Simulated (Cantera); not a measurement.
A Cantera script and what it prints.

```python
import numpy as np
import cantera as ct

gas_names = """
    H H2 N NH NH2 NH3 N2 N2H2 N2H4 Si SiH SiH2 SiH3 SiH4 SiN Si2 Si2N Si3
""".split()
cond_names = """
    Si(cr) Si(L) Si3N4(a)
""".split()


def load(file, names, dense=False):
    # The tables refer to 1 bar. Condensed volumes are neglected.
    table = {s.name: s for s in ct.Species.list_from_file(file)}
    out = []
    for n in names:
        d = dict(table[n].input_data)
        d["thermo"] = dict(d["thermo"], **{"reference-pressure": 1e5})
        if dense:
            d["equation-of-state"] = {"model": "constant-volume", "density": "1e6 g/cm^3"}
        out.append(ct.Species.from_dict(d))
    return out


gas = ct.Solution(thermo="ideal-gas", species=load("nasa_gas.yaml", gas_names))
cond = {s.name: ct.Solution(thermo="fixed-stoichiometry", species=[s], name=s.name)
        for s in load("nasa_condensed.yaml", cond_names, dense=True)}
atoms = {
    'trisilylamine': {'Si': 3, 'N': 1, 'H': 9},
    'N2': {'N': 2},
    'H2': {'H': 2},
}
top_T = {'Si3N4(a)': 2400}  # K; cautious upper limits of use, not melting points


def equilibrate(T, P, feed):
    n = {}
    for name, mol in feed.items():
        for a, k in atoms[name].items():
            n[a] = n.get(a, 0.0) + k * mol
    gas.TPX = T, P, n
    mass = sum(n.values()) * gas.mean_molecular_weight
    gas.equilibrate("TP")
    valid = [c for c in cond.values() if c.min_temp <= T <= top_T.get(c.name, c.max_temp)]
    mix = ct.Mixture([(gas, mass / gas.mean_molecular_weight)] + [(c, 0.0) for c in valid])
    mix.T, mix.P = T, P
    mix.equilibrate("TP", solver="vcs", rtol=1e-11, max_steps=5000)
    return mix


results = []
feed = {'trisilylamine': 1, 'N2': 0.63, 'H2': 1.3}  # mol
T = 1698.15  # K
P = 23000  # Pa
mix = equilibrate(T, P, feed)
results.append((T, P, feed, dict(zip(mix.species_names, mix.species_moles))))
x = sorted(zip(gas.X, gas.species_names), reverse=True)
print(f"T = {T:g} K  P = {P:g} Pa  gas = {mix.phase_moles(0):.4g} mol")
print("   x: " + "  ".join(f"{s} {v:.3e}" for v, s in x if v > 1e-06))
print("   condensed (mol): " + ("  ".join(f"{mix.phase(i).name} {mix.phase_moles(i):.4g}"
      for i in range(1, mix.n_phases) if mix.phase_moles(i) > 1e-12) or "none"))
```

Output:

```
T = 1698.15 K  P = 23000 Pa  gas = 5.839 mol
   x: H2 9.931e-01  N2 6.556e-03  H 3.009e-04  SiH2 1.389e-05  Si 2.862e-06  SiH 2.129e-06
   condensed (mol): Si(L) 1.362  Si3N4(a) 0.5459
```

Cantera equilibrium calculation (NASA polynomials, part measured and part estimated; ideal gas, pure solids and liquids). The feed counts by its element totals alone. Mutual solubility and eutectic melting of coexisting phases are not modelled. Gases not in the tables: Si2H6 and higher silanes.
